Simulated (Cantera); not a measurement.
**CaF2 + HF + N2 (halide evaporation, hydrolysis and transport)**

Feed: 1 mol CaF2, 0.78 mol HF, 0.44 mol N2, at 1850 °C.

Method: chemical equilibrium by Gibbs-energy minimisation in Cantera with the NASA 1993 tables (ideal gas, pure condensed phases). Candidate condensed phases: Ca, CaF2; 25 gas species. The numbers say what is thermodynamically allowed, not how fast it happens.

```
P (Pa)   x HF  x CaF2   x N2       x F       x H     x CaF  n CaF2(l)
------  -----  ------  -----  --------  --------  --------  ---------
0.100   0.290   0.397  0.185    0.0647    0.0381    0.0225          0
1       0.330   0.433  0.194    0.0213    0.0132   0.00748          0
10      0.344   0.445  0.197   0.00691   0.00423   0.00237          0
100     0.349   0.449  0.198   0.00228   0.00130  0.000722          0
1000    0.351   0.450  0.198  0.000797  0.000373  0.000207          0
10000   0.565   0.115  0.319  0.000382  0.000126   1.11e-5      0.841
100000  0.632  0.0115  0.356  0.000176   3.06e-5   2.41e-7      0.986
```
x: gas mole fraction; n: condensed amount in mol.

From 0.100 Pa to 10.0 mbar nothing is condensed. From 0.100 bar to 1.00 bar the condensed part is CaF2(l). The main Ca-bearing gas is CaF2 throughout.
